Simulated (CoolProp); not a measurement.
A Linde-Hampson liquefier for oxygen: isothermal reversible compression at 230 K from 1 atm to 25 MPa, throttling to 1 atm, return gas leaving the recuperator 0 K below the feed. Each further row changes one setting.

Values from CoolProp's reference Helmholtz-energy equation of state, Schmidt 1985.

```tsv
case	liquid yield per pass	compression work (kJ/kg of gas)
as stated	0.256	307
high pressure 50 MPa	0.292	347
warm-end temperature 260 K	0.184	357
warm-end gap 5 K	0.245	307
```
